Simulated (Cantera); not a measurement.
# N2O furnace oxynitridation

A perfectly stirred reactor is fed with N2O : O2 : N2 = 1 : 0.071 : 0.07 (molar parts), at 66.0 Torr; it is held at 1573 K, and followed from long to short residence time.

Computed with Cantera and GRI-Mech 3.0 (53 species, 325 reactions). GRI-Mech 3.0 was tuned for natural gas; its chemistry of N2O as a main component is partial and can be far from experiment. The temperature is held fixed by assumption; the heat of reaction is taken as removed at once.

```
τ (s)     x N2O    x O2       x O    x N2     x NO2     x NO
------  -------  ------  --------  ------  --------  -------
13      0.00552   0.292   6.44e-5   0.595   9.51e-5    0.108
4.1      0.0154   0.276   8.95e-5   0.575  0.000103    0.133
1.3      0.0427   0.260  0.000113   0.549  0.000105    0.148
0.39      0.121   0.236  0.000129   0.498   9.63e-5    0.144
0.12      0.296   0.195  0.000135   0.396   7.10e-5    0.114
0.037     0.544   0.138  0.000138   0.252   3.67e-5   0.0657
0.011     0.741  0.0928  0.000138   0.139   1.24e-5   0.0267
0.0034    0.830  0.0727  0.000138  0.0881   2.96e-6  0.00920
```
x: mole fraction; the columns are a selection and need not sum to one.
